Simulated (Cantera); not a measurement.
Charge: 1 mol Si3N4, 0.0096 mol H2O, 2.9 mol N2, at 1525 °C and 29000 Pa.

Cantera equilibrium calculation (NASA polynomials, part measured and part estimated; ideal gas, pure solids and liquids). Candidate condensed phases: H2O, Si, SiO2, Si2N2O, Si3N4; 35 gas species. Mutual solubility and eutectic melting of coexisting phases are not modelled. Rates play no part.

### Question
What is the equilibrium state?

### Answer
| Property | Result |
|---|---|
| x(N2) | 0.996 |
| x(H2) | 0.00328 |
| x(SiO) | 0.000339 |
| x(H) | 3.74e-5 |
| x(Si) | 1.02e-6 |
| n(Si2N2O(s)) | 0.00861 mol |
| n(Si3N4(s)) | 0.994 mol |
| gas amount | 2.914 mol |
| log10 activity of Si(l) (absent) | -1.02 |
